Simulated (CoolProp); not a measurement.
Saturation properties of sulfur hexafluoride.

Values from CoolProp's reference Helmholtz-energy equation of state, Guder 2009.

```tsv
T (°C)	p (MPa)	vapour Z	surface tension (mN/m)	liquid viscosity (µPa s)
-22.15	0.6428	0.8558	7.48	268
-16.25	0.7766	0.8353	6.66	243
-10.35	0.9300	0.8127	5.86	220
-4.45	1.105	0.7881	5.08	199
1.45	1.303	0.7611	4.33	180
7.35	1.525	0.7314	3.61	162
13.25	1.775	0.6986	2.91	146
19.05	2.050	0.6626	2.26	131
24.95	2.361	0.6209	1.63	116
30.85	2.707	0.5721	1.06	101
36.75	3.092	0.5114	0.544	85.5
```

Viscosity comes from a separate model (Quiñones-Cisneros 2012). Surface tension comes from a separate correlation (Mulero 2012).
